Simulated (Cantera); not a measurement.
Source: NASA polynomial tables (part measured, part estimated), evaluated in Cantera. Values are per mole of reaction as written; species without (g) are pure solids or liquids, kept so even where they would boil at 1 bar.

S2(g) + 4 K(g) + 8 O(g) → 2 K2SO4, with ΔH° = -5353.3 kJ and ΔS° = -1807.3 J/K at 300 K.

Question: How far is the shortcut ΔG° ≈ ΔH°(300 K) − T·ΔS°(300 K) from the full temperature-dependent value at 2150, 2250, 2350, 2450, 2550, 2650 K?

Answer: 
```csv
T (K),shortcut (kJ),full (kJ),difference (kJ),difference in log10 K,condensed phases
2150,-1467.6,-1672.8,205.2,-4.99,K2SO4(l)
2250,-1286.9,-1514.2,227.3,-5.28,K2SO4(l)
2350,-1106.2,-1356.1,249.9,-5.55,K2SO4(l)
2450,-925.4,-1198.4,273.0,-5.82,K2SO4(l)
2550,-744.7,-1041.2,296.5,-6.07,K2SO4(l)
2650,-564.0,-884.4,320.4,-6.32,K2SO4(l)
```
The shortcut ignores heat capacities and the phase changes listed.
